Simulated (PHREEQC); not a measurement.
# Brine (model solution)

A solution holds 0.73 mol/kgw KCl and 0.031 mol/kgw NaHCO3, at 25 °C. Closed to the air; pH follows from the charge balance.

Computed with PHREEQC (Pitzer model, pitzer.dat).

No solid was allowed to form.

**Question.** What pH, density, activity of water does the model give?

**Answer.** pH 7.90; density 1.032 g/cm³; activity of water 0.976.

**Question.** In which forms is C present?

**Answer.** HCO3- 97 %, CO2 1.6 %, CO3-2 1.6 % of the C.
